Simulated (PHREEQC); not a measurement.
Consider water at 20 °C with 0.011 mol/kgw CsOH and 0.22 mol/kgw Na2CO3. Closed to the air; pH follows from the charge balance.

Computed with PHREEQC (ion-association model, wateq4f.dat).

| quantity | before | after |
|---|---|---|
| pH | 12.05 | 11.47 |
| ionic strength (mol/kgw) | 0.436 | 0.424 |
| Na+ (mol/kgw) | 0.323 | 0.323 |
| NaCO3- (mol/kgw) | 0.117 | 0.116 |
| CO3-2 (mol/kgw) | 0.102 | 0.101 |
| HCO3- (mol/kgw) | 0.000739 | 0.00282 |
| SI of Natron (Na2CO3:10H2O) | -1.42 | -1.41 |
| SI of Nahcolite (NaHCO3) | -3.33 | -2.74 |

Question: Which change was made?
A. temperature from 20 to 50 °C
B. CsOH from 0.011 to 0.0165 mol/kgw
C. CsOH left out
D. CsOH from 0.011 to 0.0055 mol/kgw
E. Na2CO3 replaced by NaHCO3 at the same molality

Answer: C, CsOH left out

No solid was allowed to form.
